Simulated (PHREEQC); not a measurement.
**Brackish or sea water (model solution)**

Synthetic water in mmol/kgw, 20 °C, pH 6.49, pe 9.9:

| constituent | mmol/kgw |
|---|---|
| Na | 152 |
| K | 42.8 |
| Ca | 6.48 |
| Mg | 51 |
| Cl | 294 |
| S(6) | 8.56 |
| Alkalinity (meq/kgw) | 3.16 |
| N(5) | 15.4 |
| Cd | 0.237 |

Valence states are taken as typed.

The numbers come from PHREEQC with the ion-association model, wateq4f.dat.

```json
{
  "ionic_strength": "0.370 mol/kgw",
  "activity_of_water": "0.990",
  "charge_balance_error": "-3.1 %"
}
```

```csv
species,molality,activity,log γ
Cl-,0.294,0.196,-0.176
Na+,0.151,0.109,-0.143
Mg+2,0.0477,0.0146,-0.513
K+,0.0425,0.0284,-0.176
NO3-,0.0154,0.00989,-0.193
Ca+2,0.00612,0.00170,-0.555
SO4-2,0.00439,0.00103,-0.631
MgSO4,0.00284,0.00309,0.037
HCO3-,0.00255,0.00181,-0.148
CO2,0.00131,0.00143,0.037
NaSO4-,0.000761,0.000541,-0.148
MgHCO3+,0.000451,0.000304,-0.171
```

Precipitation was switched off in this run. Examples of supersaturated solids here: Otavite. Others may be too. Species that the database lacks are ignored.
